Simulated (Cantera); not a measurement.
## SiH2Cl2 + NO (silicon oxide and oxynitride deposition)

Charge: 1 mol SiH2Cl2, a varied amount of NO, at 973 K and 0.490 bar.

Cantera equilibrium calculation (NASA polynomials, part measured and part estimated; ideal gas, pure solids and liquids). Candidate condensed phases: H2O, NH4Cl, Si, SiO2, Si2N2O, Si3N4; 47 gas species. Rates play no part.

```csv
n(NO) (mol),x HCl,x N2,x O2,x H2O,x Cl2,x H2,x SiCl4,n SiO2(β-quartz),n Si2N2O(s)
0.84,0.808,0.0485,<1e-12,3.56e-6,1.08e-10,0.0954,0.0477,0.258,0.323
1.1,0.760,0.136,<1e-12,3.68e-6,1.30e-10,0.0698,0.0349,0.426,0.248
1.3,0.716,0.194,<1e-12,3.54e-6,1.36e-10,0.0596,0.0298,0.557,0.186
1.7,0.639,0.290,<1e-12,3.18e-6,1.37e-10,0.0468,0.0234,0.821,0.0574
2.1,0.591,0.344,0.000111,0.0326,0.0325,1.69e-10,1.63e-10,1.00,0
2.7,0.375,0.382,0.0512,0.0958,0.0957,2.31e-11,3.05e-12,1.00,0
3.4,0.291,0.404,0.120,0.0921,0.0921,1.45e-11,1.20e-12,1.00,0
```
x: gas mole fraction; n: condensed amount in mol.

From 0.84 mol NO to 1.7 mol NO the condensed part is SiO2(β-quartz) + Si2N2O(s). From 2.1 mol NO to 3.4 mol NO the condensed part is SiO2(β-quartz).
